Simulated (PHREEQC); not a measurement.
PHREEQC input (ion-association model, wateq4f.dat):

```
SOLUTION_MASTER_SPECIES
  An  An-  0  An  62.0  # stands for a non-complexing anion
SOLUTION_SPECIES
  An- = An-
    -log_k 0
    -gamma 3.0 0
PHASES
  Fix_H+
    H+ = H+
    -log_k 0
SOLUTION 1
  temp 25
  units mmol/kgw
  pH 7 charge
  S(6) 1.7
  Ag 3.4
  Na 50
  An 50
END
SELECTED_OUTPUT 1
  -reset false
  -pH true
  -pe true
  -ionic_strength true
  -water true
  -totals Ag Na S S(-2) S(6)
  -molalities Hfo_wOH Hfo_wOH2+ Hfo_wO- Hfo_sOH Hfo_sOH2+ Hfo_sO- Hfo_sOAg Hfo_wOAg Hfo_wSO4- Hfo_wOHSO4-2
  -saturation_indices Ag2O Ag2SO4 Mirabilite
USER_PUNCH 1
  -headings sigma psi
  10 PUNCH EDL("sigma", "Hfo"), EDL("psi", "Hfo")
PRINT
  -reset false
USE solution 1
SURFACE 1
  Hfo_wOH 0.000898876 600 0.4
  Hfo_sOH 2.24719e-05
EQUILIBRIUM_PHASES 1
  Fix_H+ -3 HAn 10
    -force_equality true
  O2(g) -0.68 10
END
# ... the last block is repeated for the other 12 points of pH, with NaOH or the acid as the point needs
```

Selected output (columns that matter, 13 of 13 rows; pH added in front):

```
pH	mu	Ag	Na	S	m_Hfo_wOH	m_Hfo_wOH2+	m_Hfo_wO-	m_Hfo_sOH	m_Hfo_sOH2+	m_Hfo_sO-	si_Ag2O	si_Mirabilite	sigma	psi
3	0.055602	0.0034	0.05	0.0013171	5.8199e-07	0.0005154	1.5055e-11	2.5345e-08	2.2445e-05	6.5563e-13	-11.704	-4.9799	0.061956	0.079433
3.5	0.054824	0.0034	0.05	0.0013173	1.8021e-06	0.00051438	1.4464e-10	7.841e-08	2.238e-05	6.2932e-12	-10.703	-4.9638	0.060883	0.078944
4	0.054581	0.0033999	0.05	0.0013211	5.5904e-06	0.00051436	1.3919e-09	2.4026e-07	2.2106e-05	5.9822e-11	-9.7031	-4.9574	0.060112	0.078451
4.5	0.05451	0.0033988	0.05	0.0013329	1.694e-05	0.00051485	1.2768e-08	6.7996e-07	2.0666e-05	5.1251e-10	-8.7034	-4.952	0.058646	0.07733
5	0.054498	0.003393	0.05	0.0013628	4.803e-05	0.0005135	1.0292e-07	1.3285e-06	1.4203e-05	2.8466e-09	-7.7051	-4.9419	0.055275	0.074594
5.5	0.054513	0.0033823	0.05	0.0014168	0.00011984	0.00049463	6.6516e-07	1.0409e-06	4.2963e-06	5.7775e-09	-6.7082	-4.9249	0.049393	0.069468
6	0.054548	0.0033753	0.05	0.001488	0.00024844	0.00043176	3.275e-06	4.1121e-07	7.1462e-07	5.4206e-09	-5.7105	-4.9038	0.041801	0.062113
6.5	0.054581	0.0033601	0.05	0.0015663	0.00041122	0.00032437	1.1943e-05	1.3612e-07	1.0737e-07	3.9532e-09	-4.715	-4.8817	0.033414	0.052828
7	0.054572	0.003307	0.05	0.0016374	0.00052819	0.00020662	3.0932e-05	4.412e-08	1.7259e-08	2.5838e-09	-3.7293	-4.8623	0.024456	0.041268
7.5	0.054621	0.0031716	0.05016	0.0016833	0.00050855	0.00011713	5.058e-05	1.4583e-08	3.359e-09	1.4504e-09	-2.766	-4.8474	0.014052	0.025298
8	0.054679	0.0029496	0.050441	0.0016978	0.00035943	5.9551e-05	4.9698e-05	4.9628e-09	8.2225e-10	6.862e-10	-1.8292	-4.8385	0.0022362	0.0041838
8.5	0.054703	0.002726	0.050697	0.0016997	0.00018727	2.036e-05	3.946e-05	1.6988e-09	1.8469e-10	3.5796e-10	-0.8979	-4.8332	-0.0078859	-0.014571
9	0.054721	0.0025929	0.050853	0.0016999	7.5022e-05	3.625e-06	3.5568e-05	5.6514e-10	2.7308e-11	2.6794e-10	0.0581	-4.8302	-0.012885	-0.023315
```

Along this series the solution becomes supersaturated in solids that the run did not let form, among them Ag2O. The oxide is taken as insoluble; below pH 4 it would dissolve.
